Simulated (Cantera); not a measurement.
Charge: 1 mol Ni, 1.7 mol NH3, 140 mol N2, at 1123 K and 2700 Pa.

Equilibrium computed with Cantera from the NASA thermochemical tables; the gas is ideal and each condensed phase is pure. Candidate condensed phases: Ni; 10 gas species. Kinetics and transport are ignored.

What is the equilibrium state?


```
Quantity        Value
----------  ---------
x(N2)           0.982
x(H2)          0.0178
n(Ni(s))     1.00 mol
gas amount  143.4 mol
```
